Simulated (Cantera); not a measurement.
What does this Cantera script print?

```python
import numpy as np
import cantera as ct

gas = ct.Solution("gri30.yaml")
gas.TPX = 525, 101325, {'CH4': 1, 'C2H6': 0.39, 'C3H8': 0.85, 'O2': 4.76, 'N2': 17.9}
inlet = ct.Reservoir(gas, clone=True)
gas.equilibrate("HP")  # start burning
reactor = ct.IdealGasConstPressureReactor(gas, energy="on", clone=False)
exhaust = ct.Reservoir(gas, clone=True)
tau = [0.032, 0.013, 0.0052, 0.0021, 0.00083, 0.00033, 0.00013, 5.4e-05, 2.2e-05][0]
for a, b in ((inlet, reactor), (reactor, exhaust)):
    ct.MassFlowController(a, b, mdot=lambda t: reactor.mass / tau)
net = ct.ReactorNet([reactor])
show = ['CH4', 'C2H6', 'C3H8', 'NO2', 'O', 'CO', 'HO2']

rows = []
print(f"{'tau/s':>10s}{'T/K':>9s}" + "".join(f"{s:>11s}" for s in show))
for tau in [0.032, 0.013, 0.0052, 0.0021, 0.00083, 0.00033, 0.00013, 5.4e-05, 2.2e-05]:
    net.initial_time = 0.0
    net.advance(30 * tau)
    before = gas.X
    net.advance(40 * tau)
    drift = np.max(np.abs(gas.X - before) / (gas.X + 1e-9))
    rows.append([gas.T, *gas[show].X, drift])
    print(f"{tau:10.3e}{gas.T:9.1f}" + "".join(f"{x:11.3e}" for x in gas[show].X))
```

Output:

```
     tau/s      T/K        CH4       C2H6       C3H8        NO2          O         CO        HO2
 3.200e-02   2034.4  5.183e-04  7.768e-07  9.541e-07  4.989e-10  4.244e-06  1.092e-01  5.158e-08
 1.300e-02   2030.8  7.250e-04  1.802e-06  2.112e-06  6.261e-10  7.250e-06  1.079e-01  1.152e-07
 5.200e-03   2023.7  9.659e-04  4.148e-06  4.696e-06  7.756e-10  1.326e-05  1.063e-01  2.649e-07
 2.100e-03   2010.5  1.291e-03  9.598e-06  1.052e-05  9.396e-10  2.464e-05  1.047e-01  6.346e-07
 8.300e-04   1983.2  1.865e-03  2.453e-05  2.561e-05  1.158e-09  4.643e-05  1.032e-01  1.750e-06
 3.300e-04   1911.4  3.381e-03  8.549e-05  7.890e-05  1.511e-09  8.179e-05  1.017e-01  6.737e-06
 1.300e-04    525.0  4.016e-02  1.566e-02  3.414e-02 -1.997e-20 -3.634e-30 -3.092e-16 -2.285e-19
 5.400e-05    525.0  4.016e-02  1.566e-02  3.414e-02 -3.343e-23  6.299e-31 -5.176e-19  1.291e-19
 2.200e-05    525.0  4.016e-02  1.566e-02  3.414e-02 -2.112e-24  2.444e-31 -3.269e-20  5.765e-20
```

Model: GRI-Mech 3.0 (53 species, 325 reactions), integrated in Cantera. GRI-Mech 3.0 was tuned for natural gas; its chemistry of propane as a main component is partial and can be far from experiment.
